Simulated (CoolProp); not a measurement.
Saturated liquid density (kg/m³) of CF4 (R14): the reference equation beside estimates from Tc = -45.8 °C, pc = 3.762 MPa, ω = 0.178. Rackett uses Z = 0.29056 − 0.08775 ω.

Values from CoolProp's reference Helmholtz-energy equation of state, Platzer 1990. This equation is an older, rougher fit; its heat capacities, sound speeds and derivatives of the liquid may be far off and weren't checked against measurements.

```tsv
T (°C)	reference	Rackett	Redlich-Kwong
-134.05	1635	1707	1574
-126.65	1596	1666	1531
-119.35	1556	1624	1485
-111.95	1514	1579	1435
-104.55	1470	1532	1382
-97.25	1424	1483	1326
-89.85	1374	1429	1263
-82.45	1320	1372	1195
-75.15	1261	1309	1121
-67.75	1192	1236	1035
-60.45	1110	1150	935.8
-53.05	996.6	1033	807.6
```

Absolute difference from the reference over all 12 rows, mean and median: Rackett 4.0 and 4.1 %, Redlich-Kwong 8.9 and 7.5 %.
